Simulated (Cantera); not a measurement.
**Stirred combustor or abatement burner**

A perfectly stirred reactor is fed with CH₄ : CO : O₂ : N₂ = 1 : 0.085 : 3.46 : 13 (molar parts), equivalence ratio 0.59, at 760 Torr; it is adiabatic with a 348 K inlet, and is followed from long to short residence time, starting on the burning branch (τ in s: 0.024, 0.015, 0.0092, 0.0057, 0.0035, 0.0022, 0.0013, 0.00082, 0.00051, 0.00031, 0.00019, 0.00012, 7.3e-05).

Model: GRI-Mech 3.0 (53 species, 325 reactions), integrated in Cantera.

```json
[
 {"τ (s)": "0.024", "T (K)": "1680", "x CH₄": "3.49e-5", "x CO": "0.000915", "x O₂": "0.0811", "x O": "0.000296", "x NO₂": "1.45e-8"},
 {"τ (s)": "0.015", "T (K)": "1675", "x CH₄": "4.72e-5", "x CO": "0.00125", "x O₂": "0.0812", "x O": "0.000395", "x NO₂": "1.24e-8"},
 {"τ (s)": "0.0092", "T (K)": "1668", "x CH₄": "6.48e-5", "x CO": "0.00174", "x O₂": "0.0814", "x O": "0.000530", "x NO₂": "1.03e-8"},
 {"τ (s)": "0.0057", "T (K)": "1659", "x CH₄": "8.91e-5", "x CO": "0.00239", "x O₂": "0.0816", "x O": "0.000700", "x NO₂": "8.55e-9"},
 {"τ (s)": "0.0035", "T (K)": "1647", "x CH₄": "0.000124", "x CO": "0.00330", "x O₂": "0.0821", "x O": "0.000915", "x NO₂": "7.13e-9"},
 {"τ (s)": "0.0022", "T (K)": "1632", "x CH₄": "0.000174", "x CO": "0.00450", "x O₂": "0.0827", "x O": "0.00116", "x NO₂": "6.05e-9"},
 {"τ (s)": "0.0013", "T (K)": "1608", "x CH₄": "0.000262", "x CO": "0.00642", "x O₂": "0.0837", "x O": "0.00146", "x NO₂": "5.02e-9"},
 {"τ (s)": "0.00082", "T (K)": "1581", "x CH₄": "0.000393", "x CO": "0.00885", "x O₂": "0.0852", "x O": "0.00170", "x NO₂": "4.18e-9"},
 {"τ (s)": "0.00051", "T (K)": "1540", "x CH₄": "0.000655", "x CO": "0.0126", "x O₂": "0.0877", "x O": "0.00182", "x NO₂": "3.25e-9"},
 {"τ (s)": "0.00031", "T (K)": "348", "x CH₄": "0.0570", "x CO": "0.00484", "x O₂": "0.197", "x O": "<1e-12", "x NO₂": "<1e-12"},
 {"τ (s)": "0.00019", "T (K)": "348", "x CH₄": "0.0570", "x CO": "0.00484", "x O₂": "0.197", "x O": "<1e-12", "x NO₂": "<1e-12"},
 {"τ (s)": "0.00012", "T (K)": "348", "x CH₄": "0.0570", "x CO": "0.00484", "x O₂": "0.197", "x O": "<1e-12", "x NO₂": "<1e-12"},
 {"τ (s)": "7.3e-5", "T (K)": "348", "x CH₄": "0.0570", "x CO": "0.00484", "x O₂": "0.197", "x O": "<1e-12", "x NO₂": "<1e-12"}
]
```
x: mole fraction; the columns are a selection and need not sum to one.
